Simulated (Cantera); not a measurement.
Feed: 1 mol Si₃N₄, 1.2 mol N₂.

Cantera equilibrium calculation (NASA polynomials, part measured and part estimated; ideal gas, pure solids and liquids). Candidate condensed phases: Si, Si₃N₄; 7 gas species. The numbers say what is thermodynamically allowed, not how fast it happens.

### Question
What condenses at these points (T in K, P in Pa): (1825, 5600); (2225, 180); (2275, 1); (2125, 5600); (1825, 32000)?

### Answer
```json
[
 {"T (K)": "1825", "P in Pa": "5600", "condensed phases": "Si₃N₄", "Si condensed (%)": "100.0"},
 {"T (K)": "2225", "P in Pa": "180", "condensed phases": "Si", "Si condensed (%)": "59.8"},
 {"T (K)": "2275", "P in Pa": "1", "condensed phases": "gas only", "Si condensed (%)": "0.0"},
 {"T (K)": "2125", "P in Pa": "5600", "condensed phases": "Si", "Si condensed (%)": "99.6"},
 {"T (K)": "1825", "P in Pa": "32000", "condensed phases": "Si₃N₄", "Si condensed (%)": "100.0"}
]
```
